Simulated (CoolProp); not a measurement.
trans-2-butene along the isobar 16.4 MPa: density (kg/m³) from the reference equation and from simpler models built on Tc = 428.6 K, pc = 4.019 MPa, ω = 0.210; each cubic takes its own stable root.

Values from CoolProp's reference Helmholtz-energy equation of state, Lemmon 2005. It is a short technical equation, of lower accuracy than the large ones.

```
T (K)          phase  reference
-----  -------------  ---------
223.8         liquid      692.4
245.6         liquid      671.9
267.3         liquid      651.3
289.1         liquid      630.2
310.9         liquid      608.6
332.6         liquid      586.5
354.4         liquid      563.3
376.1         liquid      539.1
397.9         liquid      513.4
419.7         liquid      486.1
441.4  supercritical      457.1
463.2  supercritical      426.2
484.9  supercritical      393.8
```

**Question.** How far does each simpler model (van der Waals, Redlich-Kwong, Soave-Redlich-Kwong, Peng-Robinson) lie from the reference over these 13 states: mean and median of the absolute difference, and the worst?

**Answer.** 
- van der Waals: mean 32.1 %, median 33.4 %, worst -37.9 % at 223.8 K and 16.4 MPa
- Redlich-Kwong: mean 9.3 %, median 9.5 %, worst -10.0 % at 223.8 K and 16.4 MPa
- Soave-Redlich-Kwong: mean 8.7 %, median 8.4 %, worst -10.9 % at 484.9 K and 16.4 MPa
- Peng-Robinson: mean 2.6 %, median 2.9 %, worst +3.8 % at 310.9 K and 16.4 MPa
